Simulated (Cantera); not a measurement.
A perfectly stirred reactor is fed with 2.94 % CH3OH, 7.46 % O2, 89.6 % N2, at 0.600 bar; it is adiabatic with a 823 K inlet, and is followed from long to short residence time, starting on the burning branch (τ in s: 0.22, 0.086, 0.033, 0.013, 0.0049, 0.0019, 0.00072, 0.00028, 0.00011, 4.1e-05).

Detailed kinetics in Cantera: GRI-Mech 3.0 (53 species, 325 reactions). GRI-Mech 3.0 was tuned for natural gas; its chemistry of methanol as a main component is partial and can be far from experiment.

Question: Predict: blow-out, bracketed by the residence times tried; x(CH3OH) at τ = 0.220 s; x(O2) at τ = 0.220 s; x(H2O) at τ = 0.220 s; x(CH3OH) at τ = 1.90 ms; x(O2) at τ = 1.90 ms.

Answer: 
```
Property                                                                      Result
------------------------------------------------  ----------------------------------
blow-out, bracketed by the residence times tried  burning at 13.0 ms, out at 4.90 ms
x(CH3OH) at τ = 0.220 s                                                      7.21e-6
x(O2) at τ = 0.220 s                                                          0.0302
x(H2O) at τ = 0.220 s                                                         0.0577
x(CH3OH) at τ = 1.90 ms                                                       0.0294
x(O2) at τ = 1.90 ms                                                          0.0746
```
